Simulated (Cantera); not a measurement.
Input: 1 mol Ni, 0.013 mol H2S, 3.8 mol N2, 0.0013 mol CH4, at 23.3 Torr.

Equilibrium computed with Cantera from the NASA thermochemical tables; the gas is ideal and each condensed phase is pure. Candidate condensed phases: C, C6H6, C7H8, C8H18, Ni, NiS, NiS2, Ni3S2, Ni3S4, S; 102 gas species. Metal and sulfide melt together well below either melting point, which pure phases cannot show. Mutual solubility and eutectic melting of coexisting phases are not modelled. Gases not in the tables: S3 to S7. Equilibrium is a limit: real reactors are often held back by kinetics, nucleation or transport.

**Question.** Which condensed phases are stable at each of these points (T (°C)): 977, 1027, 1077, 1127, 1177, 1227, 1277, 1327, 1377?

**Answer.** 
```csv
T (°C),condensed phases,Ni condensed (%)
977,C(graphite) + Ni(s) + Ni3S2(l),100.0
1027,C(graphite) + Ni(s) + Ni3S2(l),100.0
1077,C(graphite) + Ni(s) + Ni3S2(l),100.0
1127,Ni(s) + Ni3S2(l),100.0
1177,Ni(s) + Ni3S2(l),100.0
1227,Ni(s) + Ni3S2(l),100.0
1277,Ni(s) + Ni3S2(l),100.0
1327,Ni(s) + Ni3S2(l),100.0
1377,Ni(s),100.0
```

From 977 °C to 1077 °C the condensed part is C(graphite) + Ni(s) + Ni3S2(l). From 1127 °C to 1327 °C the condensed part is Ni(s) + Ni3S2(l). At 1377 °C the condensed part is Ni(s).
